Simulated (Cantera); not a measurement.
Charge: 1 mol FeCl₃, 0.096 mol H₂O, 0.1 mol N₂, held at 1423.15 K and 1.65 Torr.

Cantera equilibrium calculation (NASA polynomials, part measured and part estimated; ideal gas, pure solids and liquids). Equilibrium is a limit: real reactors are often held back by kinetics, nucleation or transport.

```json
[
 {"species": "FeCl₃", "before": "0.0365", "after": "0.386"},
 {"species": "FeCl₂", "before": "0.486", "after": "0.270"},
 {"species": "HCl", "before": "0.100", "after": "0.134"},
 {"species": "Cl", "before": "0.213", "after": "0.0112"},
 {"species": "O₂", "before": "0.0250", "after": "0.00186"},
 {"species": "Cl₂", "before": "0.0867", "after": "0.126"},
 {"species": "N₂", "before": "0.0523", "after": "0.0699"},
 {"species": "Fe₂Cl₆", "before": "4.97e-8", "after": "0.000150"},
 {"species": "ClO", "before": "4.30e-5", "after": "1.11e-6"},
 {"species": "NO", "before": "7.32e-5", "after": "2.35e-6"},
 {"species": "Fe₂Cl₄", "before": "3.75e-5", "after": "0.000395"},
 {"species": "H₂O", "before": "3.48e-5", "after": "5.18e-5"},
 {"species": "Fe₂O₃(s), mol", "before": "0", "after": "0.0302"}
]
```
Gas species are given as mole fractions.

### Question
Which change was made?
A) temperature from 1423.15 K to 1098.15 K
B) temperature from 1423.15 K to 975 K
C) N₂ from 0.1 to 15 mol
D) H₂O from 0.096 to 9.3 mol

### Answer
A, temperature from 1423.15 K to 1098.15 K
